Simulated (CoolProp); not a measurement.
Saturation properties of dodecamethylcyclohexasiloxane (D6).

Model: reference Helmholtz-energy equation of state, Colonna 2008, in CoolProp. It is a short technical equation, of lower accuracy than the large ones.

```csv
T (K),p (MPa),liquid cp (kJ/(kg K)),vapour Z
501.9,[?],1.991,0.9281
504.2,0.07361,1.996,0.9249
506.5,0.07772,2.001,0.9217
508.9,0.08220,2.007,0.9181
511.2,0.08668,2.012,0.9147
513.6,[?],2.017,0.9109
515.9,0.09645,2.022,0.9072
518.2,0.1015,2.028,[?]
520.6,0.1071,2.033,[?]
522.9,0.1126,2.039,0.8953
525.2,0.1183,2.044,0.8912
527.6,[?],2.050,0.8867
529.9,0.1307,2.056,[?]
532.3,0.1375,2.061,0.8777
534.6,0.1442,[?],0.8730
```

**Question.** What belongs in the gaps?

**Answer.** 
- 501.9, p (MPa): 0.06967
- 513.6, p (MPa): 0.09157
- 518.2, vapour Z: 0.9034
- 520.6, vapour Z: 0.8994
- 527.6, p (MPa): 0.1245
- 529.9, vapour Z: 0.8824
- 534.6, liquid cp (kJ/(kg K)): 2.067

It boils at 518.1 K under 1 atm.
